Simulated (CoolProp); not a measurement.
Properties of propylene along the isobar 2.25 MPa (Tc = 91.1 °C, pc = 4.555 MPa, ω = 0.146).

Values from CoolProp's reference Helmholtz-energy equation of state, Lemmon 2013.

| T (°C) | phase | Z | cp (kJ/(kg K)) | isothermal compressibility (1/MPa) | expansivity (1/kK) | conductivity (mW/(m K)) | Prandtl number |
|---|---|---|---|---|---|---|---|
| 28.65 | liquid | 0.07495 | 2.673 | 0.006956 | 3.598 | 111 | 2.26 |
| 46.45 | liquid | 0.07623 | 2.971 | 0.01231 | 4.926 | 101 | 2.30 |
| 64.25 | gas | 0.7274 | 2.395 | 0.6766 | 8.365 | 26.5 | 0.997 |
| 82.05 | gas | 0.7837 | 2.197 | 0.5955 | 6.099 | 27.7 | 0.902 |
| 99.85 | gas | 0.8227 | 2.135 | 0.5547 | 4.955 | 29.4 | 0.854 |
| 117.75 | gas | 0.8520 | 2.125 | 0.5295 | 4.239 | 31.5 | 0.824 |
| 135.55 | gas | 0.8747 | 2.140 | 0.5124 | 3.744 | 33.7 | 0.804 |
| 153.35 | gas | 0.8929 | 2.170 | 0.5001 | 3.376 | 36.0 | 0.789 |
| 171.15 | gas | 0.9078 | 2.207 | 0.4907 | 3.089 | 38.4 | 0.778 |
| 188.95 | gas | 0.9202 | 2.250 | 0.4834 | 2.857 | 40.9 | 0.769 |
| 206.75 | gas | 0.9307 | 2.295 | 0.4775 | 2.664 | 43.5 | 0.762 |
| 224.65 | gas | 0.9396 | 2.343 | 0.4727 | 2.500 | 46.1 | 0.755 |

Viscosity comes from a separate model (Huber 2003), an estimate that may be off by 10 % or more. Thermal conductivity comes from a separate model (Huber 2003), an estimate that may be off by 10 % or more.
